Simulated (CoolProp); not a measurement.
A single-stage vapour-compression cycle with R123: evaporating at 305.15 K (dew point), condensing at 325.15 K (bubble point), superheat 5 K, subcooling 2 K, compressor efficiency 0.9, no pressure losses. Each further row changes one setting.

Values from CoolProp's reference Helmholtz-energy equation of state, Younglove 1994. It is a modified Benedict-Webb-Rubin equation, recast in Helmholtz form.

```tsv
case	cooling COP	pressure ratio	discharge temperature (K)	refrigerating effect (kJ/kg)	volumetric capacity (kJ/m³)
as stated	12.9	1.92	329.7	153	1120
evaporating temperature 310.15 K	17.8	1.62	329.7	156	1340
condensing temperature 320.15 K	17.6	1.65	325.0	158	1160
subcooling 7 K	13.4	1.92	329.7	158	1160
superheat 15 K	13.0	1.92	339.9	160	1130
compressor efficiency 0.8	11.5	1.92	331.7	153	1120
```
